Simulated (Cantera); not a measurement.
A closed system holds: 1 mol SiH4, 12 mol NH3, equilibrated at 0.0133 bar.

Cantera equilibrium calculation (NASA polynomials, part measured and part estimated; ideal gas, pure solids and liquids). Candidate condensed phases: Si, Si3N4; 18 gas species. Equilibrium is a limit: real reactors are often held back by kinetics, nucleation or transport.

### Question
At 1398 K, list the 3 most abundant gas species with their mole fractions, and the condensed phases.

### Answer
H2 0.789, N2 0.211, H 3.64e-5. Condensed: Si3N4(s).
